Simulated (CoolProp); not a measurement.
Vapour pressure (MPa) of CH3F (R41): the reference equation beside estimates from Tc = 44.1 °C, pc = 5.906 MPa, ω = 0.200. Clausius-Clapeyron is anchored at -69.25 °C with a constant enthalpy of vaporisation of 16.15 kJ/mol.

The numbers come from the reference Helmholtz-energy equation of state, Lemmon 2006 in CoolProp. It is a short technical equation, of lower accuracy than the large ones.

| T (°C) | reference | Lee-Kesler | Clausius-Clapeyron | van der Waals | Peng-Robinson |
|---|---|---|---|---|---|
| -81.85 | 0.08325 | 0.07922 | 0.08714 | 0.5277 | ? |
| -78.65 | 0.09969 | 0.09553 | 0.1030 | 0.5801 | 0.09762 |
| -75.55 | ? | 0.1138 | 0.1205 | 0.6342 | 0.1158 |
| -72.45 | 0.1388 | ? | ? | 0.6915 | 0.1365 |
| -69.25 | 0.1632 | 0.1593 | 0.1632 | 0.7543 | ? |
| -66.15 | 0.1900 | 0.1863 | 0.1883 | 0.8186 | 0.1877 |
| -62.95 | 0.2210 | 0.2178 | ? | 0.8887 | 0.2188 |
| -59.85 | 0.2548 | 0.2522 | 0.2484 | 0.9603 | 0.2526 |
| -56.75 | 0.2923 | 0.2905 | 0.2830 | 1.036 | 0.2904 |
| -53.55 | 0.3355 | 0.3346 | 0.3226 | 1.117 | 0.3338 |

Question: Complete the blanks.

Answer: 
- -81.85, Peng-Robinson: 0.08131
- -75.55, reference: 0.1180
- -72.45, Lee-Kesler: 0.1347
- -72.45, Clausius-Clapeyron: 0.1402
- -69.25, Peng-Robinson: 0.1609
- -62.95, Clausius-Clapeyron: 0.2172

Absolute difference from the reference over all 10 rows, mean and median: Lee-Kesler 2.3 and 2.2 %, Clausius-Clapeyron 2.3 and 2.3 %, van der Waals 361.1 and 346.5 %, Peng-Robinson 1.4 and 1.3 %.
